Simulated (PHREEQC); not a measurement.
1 kg of water holding 0.011 mol Na2SO4 and 0.6 mol MgSO4 is evaporated at 20 °C; the solids stay in contact with the brine. No CO2 enters from the air. Solids allowed: Bloedite, Brucite, Epsomite, Hexahydrite, Kieserite, Mirabilite, Thenardite. Others were left out.

Base run: PHREEQC, Pitzer model, pitzer.dat. Each further column changes one thing. The table gives water activity.

```csv
H2O removed (mol),base,temperature from 20 to 50 °C,temperature from 20 to 75 °C
0,0.988,0.989,0.989
9.886,0.986,0.986,0.987
18.01,0.983,0.984,0.985
24.69,0.979,0.980,0.981
30.18,0.973,0.975,0.977
38.4,0.953,0.957,0.961
41.44,0.935,0.941,0.947
43.95,0.912,0.916,0.925
46.01,0.911,0.879,0.893
47.7,0.909,0.830,0.844
```

 At this temperature some constants are extrapolated from 25 °C, and those without enthalpy data are left unchanged.
